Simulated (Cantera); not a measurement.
Charge: 1 mol CCl4, 0.48 mol H2, equilibrated at 1750 K and 21.0 Pa.

Cantera equilibrium calculation (NASA polynomials, part measured and part estimated; ideal gas, pure solids and liquids). Rates play no part.

```
species            before    after
----------------  -------  -------
Cl                  0.758    0.977
HCl                 0.240   0.0201
Cl2               0.00196  0.00325
H2                1.54e-5  6.46e-8
H                 6.30e-5  4.08e-6
C(graphite), mol    1.000    1.000
```
Gas species are given as mole fractions.

Problem. What was changed between the two runs?
(A) temperature from 1750 K to 1798 K
(B) H2 from 0.48 to 0.04 mol
(C) temperature from 1750 K to 2923.15 K
(D) H2 from 0.48 to 0.97 mol

Solution. B, H2 from 0.48 to 0.04 mol
